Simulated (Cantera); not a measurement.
An adiabatic, constant-pressure homogeneous reactor starts with CH3OH : O2 : N2 = 1 : 0.833 : 7.92 (molar parts), equivalence ratio 1.8, at 1225 K and 8.70 bar. Integrator tolerance rtol = 1e-08.

Detailed kinetics in Cantera: GRI-Mech 3.0 (53 species, 325 reactions). GRI-Mech 3.0 was tuned for natural gas; its chemistry of methanol as a main component is partial and can be far from experiment.

Problem. What does this change do: 0.7 parts H2 added?

Solution. 
```json
[
 {"quantity": "time of steepest temperature rise", "before": "1.21 ms", "after": "0.719 ms"},
 {"quantity": "temperature at 0.700 s", "before": "2010 K", "after": "1963 K"},
 {"quantity": "equilibrium temperature", "before": "2010 K", "after": "1963 K"},
 {"quantity": "x(CH3OH) at 0.700 s", "before": "<1e-12 (gas-phase equilibrium <1e-12)", "after": "3.45e-12 (gas-phase equilibrium 3.52e-12)"},
 {"quantity": "x(O2) at 0.700 s", "before": "4.94e-8 (gas-phase equilibrium 4.94e-8)", "after": "7.58e-9 (gas-phase equilibrium 7.58e-9)"},
 {"quantity": "x(H) at 0.700 s", "before": "0.000144 (gas-phase equilibrium 0.000144)", "after": "0.000141 (gas-phase equilibrium 0.000141)"},
 {"quantity": "x(NO2) at 0.700 s", "before": "8.91e-12 (gas-phase equilibrium 8.91e-12)", "after": "<1e-12 (gas-phase equilibrium 1.26e-12)"},
 {"quantity": "x(O) at 0.700 s", "before": "5.47e-8 (gas-phase equilibrium 5.47e-8)", "after": "1.49e-8 (gas-phase equilibrium 1.49e-8)"},
 {"quantity": "x(CH2O) at 0.700 s", "before": "1.32e-8 (gas-phase equilibrium 1.32e-8)", "after": "2.58e-8 (gas-phase equilibrium 2.58e-8)"},
 {"quantity": "x(N2O) at 0.700 s", "before": "5.85e-10 (gas-phase equilibrium 5.85e-10)", "after": "1.78e-10 (gas-phase equilibrium 1.90e-10)"}
]
```

Problem. What does this change do: O2 0.833 to 2 parts?

Solution. 
```csv
quantity,before,after
time of steepest temperature rise,1.21 ms,1.18 ms
temperature at 0.700 s,2010 K,2556 K
equilibrium temperature,2010 K,2556 K
x(CH3OH) at 0.700 s,<1e-12 (gas-phase equilibrium <1e-12),<1e-12 (gas-phase equilibrium <1e-12)
x(O2) at 0.700 s,4.94e-8 (gas-phase equilibrium 4.94e-8),0.0401 (gas-phase equilibrium 0.0401)
x(H) at 0.700 s,0.000144 (gas-phase equilibrium 0.000144),0.000514 (gas-phase equilibrium 0.000514)
x(NO2) at 0.700 s,8.91e-12 (gas-phase equilibrium 8.91e-12),1.12e-5 (gas-phase equilibrium 1.12e-5)
x(O) at 0.700 s,5.47e-8 (gas-phase equilibrium 5.47e-8),0.00130 (gas-phase equilibrium 0.00130)
x(CH2O) at 0.700 s,1.32e-8 (gas-phase equilibrium 1.32e-8),5.18e-11 (gas-phase equilibrium 5.18e-11)
x(N2O) at 0.700 s,5.85e-10 (gas-phase equilibrium 5.85e-10),1.58e-6 (gas-phase equilibrium 1.58e-6)
```
